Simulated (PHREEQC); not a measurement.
Synthetic water in mmol/kgw, 75 °C, pH 3.84:

```
constituent  mmol/kgw
-----------  --------
Na                 70
K                1.31
Ca               2.68
Mg               23.2
Cl               28.2
S(6)             50.6
```

Valence states are taken as typed.

The numbers come from PHREEQC with the Pitzer model, pitzer.dat.

No solid was allowed to form.

Q: Predict the specific conductance, density, charge-balance error.

A: specific conductance 25700 µS/cm; density 0.982 g/cm³; charge-balance error -2.1 %.

Q: In which forms is S present?

A: SO4-2 98 %, HSO4- 1.6 % of the S.

Species that the database lacks are ignored. At this temperature some constants are extrapolated from 25 °C, and those without enthalpy data are left unchanged.
